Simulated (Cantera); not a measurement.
Charge: 1 mol SiH₄, 0.045 mol C₃H₈, 21 mol H₂, equilibrated at 1850 °C and 10000 Pa.

Method: chemical equilibrium by Gibbs-energy minimisation in Cantera with the NASA 1993 tables (ideal gas, pure condensed phases). Candidate condensed phases: C, C₆H₆, C₇H₈, C₈H₁₈, Si, SiC; 87 gas species. Mutual solubility and eutectic melting of coexisting phases are not modelled. Gases not in the tables: Si₂H₆ and higher silanes. Kinetics and transport are ignored.

Base state: H₂ 0.986, H 0.0113, Si 0.00170, SiH 0.000276, SiH₂ 0.000202, Si₂C 7.58e-5, Si₂ 2.33e-5, C₂H₂ (acetylene) 1.16e-5 (mole fractions); condensed: Si(l) + SiC(s).

Q: What changes in the equilibrium state with this change: SiH₄ replaced by CH₃SiH₃?

A: 
```tsv
species	before	after
H₂	0.986	0.987
H	0.0113	0.0113
C₂H₂ (acetylene)	1.16e-5	0.00163
Si	0.00170	0.000143
Si₂	2.33e-5	1.65e-7
CH₄	2.56e-6	3.04e-5
SiC₂	8.53e-7	1.01e-5
Si₂C	7.58e-5	6.38e-6
SiH	0.000276	2.32e-5
Si(l), mol	0.812	0
SiC(s), mol	0.133	0.995
C(graphite), mol	0	0.0588
```
The feed counts by its element totals alone.
